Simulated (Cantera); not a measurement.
A closed system holds: 1 mol Al, 1.3 mol Cl2, 8.4 mol H2, at 750 K and 2.90 mbar.

Equilibrium computed with Cantera from the NASA thermochemical tables; the gas is ideal and each condensed phase is pure. Candidate condensed phases: Al, AlCl3; 12 gas species. The tables' values for AlCl2 are old estimates; treat these amounts as uncertain. Equilibrium is a limit: real reactors are often held back by kinetics, nucleation or transport.

Base state: H2 0.906, AlCl3 0.0927, AlCl 0.000491, Al2Cl6 0.000274, AlCl2 0.000133 (mole fractions); condensed: Al(s).

**Question.** What changes in the equilibrium state with this change: pressure from 2.90 mbar to 0.100 bar?

**Answer.** 
| species | before | after |
|---|---|---|
| H2 | 0.906 | 0.913 |
| AlCl3 | 0.0927 | 0.0801 |
| Al2Cl6 | 0.000274 | 0.00704 |
| AlCl | 0.000491 | 4.42e-5 |
| AlCl2 | 0.000133 | 3.71e-5 |
| Al(s), mol | 0.130 | 0.133 |

**Question.** What changes in the equilibrium state with this change: pressure from 2.90 mbar to 1.00 bar?

**Answer.** 
```csv
species,before,after
H2,0.906,0.929
AlCl3,0.0927,0.0471
Al2Cl6,0.000274,0.0244
AlCl,0.000491,7.97e-6
AlCl2,0.000133,1.21e-5
"Al(s), mol",0.130,0.133
```

**Question.** What changes in the equilibrium state with this change: H2 from 8.4 to 1.1 mol?

**Answer.** 
```json
[
 {"species": "H2", "before": "0.906", "after": "0.562"},
 {"species": "AlCl3", "before": "0.0927", "after": "0.431"},
 {"species": "Al2Cl6", "before": "0.000274", "after": "0.00591"},
 {"species": "AlCl2", "before": "0.000133", "after": "0.000370"},
 {"species": "AlCl", "before": "0.000491", "after": "0.000820"},
 {"species": "Al(s), mol", "before": "0.130", "after": "0.132"}
]
```
